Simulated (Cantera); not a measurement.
Cantera run:

```python
import numpy as np
import cantera as ct

gas_names = """
    F F2 N NF NF2 NF3 N2 Si SiF SiF2 SiF3 SiF4 SiN Si2 Si2N Si3
""".split()
cond_names = """
    Si(cr) Si(L) Si3N4(a)
""".split()


# ... load() reads the species with a 1 bar reference pressure and builds the phases ...
atoms = {
    'SiF4': {'Si': 1, 'F': 4},
    'N2': {'N': 2},
}
top_T = {'Si3N4(a)': 2400}  # K; cautious upper limits of use, not melting points


# ... equilibrate(T, P, feed) seeds the gas with the atoms and calls Mixture.equilibrate('TP', solver="vcs", rtol=1e-11, max_steps=5000) ...
results = []
feed = {'SiF4': 1, 'N2': 0.47}  # mol
P = 630  # Pa
for T in [723, 823, 923, 1023, 1123, 1223, 1323, 1423, 1523, 1623, 1723, 1823, 1923, 2023]:
    mix = equilibrate(T, P, feed)
    results.append((T, P, feed, dict(zip(mix.species_names, mix.species_moles))))
    x = sorted(zip(gas.X, gas.species_names), reverse=True)
    print(f"T = {T:g} K  P = {P:g} Pa  gas = {mix.phase_moles(0):.4g} mol")
    print("   x: " + "  ".join(f"{s} {v:.3e}" for v, s in x if v > 0.001))
    print("   condensed (mol): " + ("  ".join(f"{mix.phase(i).name} {mix.phase_moles(i):.4g}"
          for i in range(1, mix.n_phases) if mix.phase_moles(i) > 1e-12) or "none"))
```

Output:

```
T = 723 K  P = 630 Pa  gas = 1.47 mol
   x: SiF4 6.803e-01  N2 3.197e-01
   condensed (mol): none
T = 823 K  P = 630 Pa  gas = 1.47 mol
   x: SiF4 6.803e-01  N2 3.197e-01
   condensed (mol): none
T = 923 K  P = 630 Pa  gas = 1.47 mol
   x: SiF4 6.803e-01  N2 3.197e-01
   condensed (mol): none
T = 1023 K  P = 630 Pa  gas = 1.47 mol
   x: SiF4 6.803e-01  N2 3.197e-01
   condensed (mol): none
T = 1123 K  P = 630 Pa  gas = 1.47 mol
   x: SiF4 6.803e-01  N2 3.197e-01
   condensed (mol): none
T = 1223 K  P = 630 Pa  gas = 1.47 mol
   x: SiF4 6.803e-01  N2 3.197e-01
   condensed (mol): none
T = 1323 K  P = 630 Pa  gas = 1.47 mol
   x: SiF4 6.803e-01  N2 3.197e-01
   condensed (mol): none
T = 1423 K  P = 630 Pa  gas = 1.47 mol
   x: SiF4 6.803e-01  N2 3.197e-01
   condensed (mol): none
T = 1523 K  P = 630 Pa  gas = 1.47 mol
   x: SiF4 6.803e-01  N2 3.197e-01
   condensed (mol): none
T = 1623 K  P = 630 Pa  gas = 1.47 mol
   x: SiF4 6.802e-01  N2 3.197e-01
   condensed (mol): none
T = 1723 K  P = 630 Pa  gas = 1.47 mol
   x: SiF4 6.801e-01  N2 3.197e-01
   condensed (mol): none
T = 1823 K  P = 630 Pa  gas = 1.47 mol
   x: SiF4 6.798e-01  N2 3.196e-01
   condensed (mol): none
T = 1923 K  P = 630 Pa  gas = 1.471 mol
   x: SiF4 6.788e-01  N2 3.194e-01
   condensed (mol): none
T = 2023 K  P = 630 Pa  gas = 1.473 mol
   x: SiF4 6.765e-01  N2 3.190e-01  F 2.245e-03  SiF3 2.241e-03
   condensed (mol): none
```

These are equilibrium values from Cantera (NASA tables, ideal gas, pure condensed phases), not measurements of a reactor. The tables' values for SiF3 are old estimates; treat these amounts as uncertain.
